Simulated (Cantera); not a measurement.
A Cantera script and what it prints.

```python
import numpy as np
import cantera as ct

gas_names = """
    B BH BH2 BH3 BN BO BO2 B2 B2O B2O2 B2O3 B3O3H3 H HBO HBO2 HNO HNO2 HNO3 HO2 H2 H2O H2O2 H3B3O6 N NH
    NH2 NH3 NH2OH NO NO2 NO3 N2 N2H2 N2H4 N2O O OH O2 O3
""".split()
cond_names = """
    B(b) B(L) BN(s) B2O3(L) B3O3H3(cr) H2O(s) H2O(L)
""".split()


# ... load() reads the species with a 1 bar reference pressure and builds the phases ...
atoms = {
    'B2O3': {'B': 2, 'O': 3},
    'H2': {'H': 2},
    'N2': {'N': 2},
}
top_T = {'BN(s)': 3200}  # K; cautious upper limits of use, not melting points


# ... equilibrate(T, P, feed) seeds the gas with the atoms and calls Mixture.equilibrate('TP', solver="vcs", rtol=1e-11, max_steps=5000) ...
results = []
T = 2325  # K
P = 100000  # Pa
for m in [0.12, 0.23, 0.41, 0.74, 1.4, 2.4, 4.4, 8, 15, 26, 48]:
    feed = {'B2O3': 1, 'H2': 1.3, 'N2': m}  # mol
    mix = equilibrate(T, P, feed)
    results.append((T, P, feed, dict(zip(mix.species_names, mix.species_moles))))

top = {s: max(r[3][s] / sum(r[3][g] for g in gas_names) for r in results) for s in gas_names}
cols = sorted((s for s in top if top[s] > 0.0001), key=lambda s: -top[s])[:6]
seen = [c for c in cond_names if any(r[3].get(c, 0) > 1e-12 for r in results)]
print("log10 of partial pressures in bar; condensed amounts in mol")
print(f"{'n(N2)':>10s}" + "".join(f"{s[:9]:>10s}" for s in cols + seen))
for T, P, feed, n in results:
    ng = sum(n[g] for g in gas_names)
    print(f"{feed['N2']:10.4g}" + "".join(f"{np.log10(max(n[s] / ng * P / 1e5, 1e-99)):10.3f}" for s in cols)
          + "".join(f"{n.get(c, 0):10.4g}" for c in seen))
```

Result:

```
log10 of partial pressures in bar; condensed amounts in mol
     n(N2)        N2        H2      B2O3      HBO2       HBO      B2O2
      0.12    -1.310    -0.382    -0.568    -0.894    -1.103    -1.569
      0.23    -1.046    -0.402    -0.587    -0.913    -1.122    -1.589
      0.41    -0.825    -0.432    -0.617    -0.942    -1.153    -1.620
      0.74    -0.618    -0.481    -0.667    -0.991    -1.204    -1.672
       1.4    -0.426    -0.567    -0.753    -1.075    -1.291    -1.762
       2.4    -0.295    -0.671    -0.857    -1.176    -1.398    -1.871
       4.4    -0.186    -0.825    -1.012    -1.327    -1.557    -2.035
         8    -0.112    -1.013    -1.201    -1.509    -1.752    -2.237
        15    -0.064    -1.240    -1.430    -1.728    -1.989    -2.484
        26    -0.038    -1.457    -1.649    -1.934    -2.217    -2.724
        48    -0.021    -1.711    -1.905    -2.174    -2.489    -3.013
```

Equilibrium computed with Cantera from the NASA thermochemical tables; the gas is ideal and each condensed phase is pure.
